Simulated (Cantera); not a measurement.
A perfectly stirred reactor is fed with CH₄ : O₂ : N₂ = 1 : 3.77 : 14.2 (molar parts), equivalence ratio 0.53, at 60000 Pa; it is adiabatic with a 425 K inlet, and is followed from long to short residence time, starting on the burning branch (τ in s: 0.4, 0.094, 0.022, 0.0051, 0.0012, 0.00027, 6.4e-05, 1.5e-05, 3.4e-06).

Computed with Cantera and GRI-Mech 3.0 (53 species, 325 reactions).

### Question
What does this change do: inlet temperature 425 to 800 K?

### Answer
```csv
quantity,before,after
"blow-out, bracketed by the residence times tried","burning at 1.20 ms, out at 0.270 ms","burning at 0.270 ms, out at 64.0 µs"
x(CH₄) at τ = 0.400 s,7.96e-6,2.38e-6
x(O₂) at τ = 0.400 s,0.0932,0.0928
x(H) at τ = 0.400 s,6.92e-6,2.13e-5
x(NO) at τ = 0.400 s,5.87e-6,0.000190
x(O) at τ = 0.400 s,8.38e-5,0.000233
x(CH₄) at τ = 1.20 ms,0.000427,0.000133
x(O₂) at τ = 1.20 ms,0.0971,0.0941
x(H) at τ = 1.20 ms,0.00110,0.00190
x(NO) at τ = 1.20 ms,2.16e-6,1.24e-5
x(O) at τ = 1.20 ms,0.00207,0.00423
```

### Question
What does this change do: pressure from 60000 Pa to 880000 Pa?

### Answer
```
quantity                                                                       before                                after
------------------------------------------------  -----------------------------------  -----------------------------------
blow-out, bracketed by the residence times tried  burning at 1.20 ms, out at 0.270 ms  burning at 1.20 ms, out at 0.270 ms
x(CH₄) at τ = 0.400 s                                                         7.96e-6                              3.53e-6
x(O₂) at τ = 0.400 s                                                           0.0932                               0.0933
x(H) at τ = 0.400 s                                                           6.92e-6                              8.23e-8
x(NO) at τ = 0.400 s                                                          5.87e-6                              2.96e-6
x(O) at τ = 0.400 s                                                           8.38e-5                              3.46e-6
x(CH₄) at τ = 1.20 ms                                                        0.000427                             0.000517
x(O₂) at τ = 1.20 ms                                                           0.0971                               0.0970
x(H) at τ = 1.20 ms                                                           0.00110                              1.15e-5
x(NO) at τ = 1.20 ms                                                          2.16e-6                              5.74e-7
x(O) at τ = 1.20 ms                                                           0.00207                              4.34e-5
```
